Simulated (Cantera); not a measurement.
## Diamond growth

A diamond (100) surface in a fixed gas of H2 with x(CH4) = 0.0025, x(H) = 0.017, x(CH3) = 0.00011, 0.0980 bar; coverages are run to steady state.

Detailed kinetics in Cantera: the Harris–Goodwin 1993 mechanism for the reconstructed diamond (100) surface.

| T (K) | growth (µm/h) | θ c6HH | θ c6H* | θ c6*H | θ c6** | θ c6HM |
|---|---|---|---|---|---|---|
| 900 | 3.37 | 0.687 | 0.0107 | 0.291 | 0.00440 | 0.00544 |
| 975 | 5.06 | 0.617 | 0.0164 | 0.354 | 0.00815 | 0.00390 |
| 1050 | 6.96 | 0.550 | 0.0232 | 0.409 | 0.0137 | 0.00283 |
| 1125 | 8.57 | 0.490 | 0.0307 | 0.455 | 0.0212 | 0.00199 |
| 1200 | 8.64 | 0.438 | 0.0387 | 0.491 | 0.0307 | 0.00120 |
| 1275 | 6.59 | 0.392 | 0.0469 | 0.518 | 0.0421 | 0.000534 |
| 1350 | 4.58 | 0.352 | 0.0549 | 0.537 | 0.0552 | 0.000179 |
θ: site fractions in the mechanism's names (c6HH fully hydrogenated, c6H* and c6*H radical sites, c6** diradical, c6HM methylated).
